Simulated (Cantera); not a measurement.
Ignition delay

Mixture: CH4 : CO : O2 : N2 : H2O = 1 : 0.099 : 2.77 : 10.4 : 0.6 (molar parts), at 500000 Pa, adiabatic and at constant volume. Ignition delay is the time to a rise of 400 K.

Detailed kinetics in Cantera: GRI-Mech 3.0 (53 species, 325 reactions).

```
T0 (K)  delay (ms)
------  ----------
1075          55.2
1175          12.9
1275          3.60
1375          1.13
1475         0.394
1575         0.151
1675        0.0641
1775        0.0302
```

```yaml
apparent activation energy between 1575 and 1775 K: 190 kJ/mol
```
